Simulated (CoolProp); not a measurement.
Values from CoolProp's reference Helmholtz-energy equation of state, Thol 2017.

Q: For octamethyltrisiloxane (MDM), give the phase and the cp (kJ/(kg K)), cv (kJ/(kg K)), isothermal compressibility (1/MPa), fugacity coefficient at 382 K and 44.9 bar; 382 K and 80.9 bar; 382 K and 126 bar.

A: 
- 382 K and 44.9 bar: liquid; cp 1.98, cv 1.68, isothermal compressibility 0.00331, fugacity coefficient 0.00931
- 382 K and 80.9 bar: liquid; cp 1.97, cv 1.68, isothermal compressibility 0.00293, fugacity coefficient 0.00741
- 382 K and 126 bar: liquid; cp 1.96, cv 1.68, isothermal compressibility 0.00256, fugacity coefficient 0.00744
